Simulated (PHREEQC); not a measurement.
Solution (90 °C): 0.0087 mol H2SO4 and 0.00018 mol Li2SO4 per kg of water. Closed to the air; pH follows from the charge balance.

Computed with PHREEQC (ion-association model, wateq4f.dat).

### Question
The ionic strength comes out as 0.0129 mol/kgw. What activity coefficients do H+, Li+, LiSO4-, SO4-2, HSO4- get?

### Answer
H+ 0.89, Li+ 0.88, LiSO4- 0.88, SO4-2 0.60, HSO4- 0.88.

This is a speciation only: nothing precipitates in the calculation. Away from 25 °C the constants follow the database's enthalpies or fits; those with neither stay at their 25 °C values.
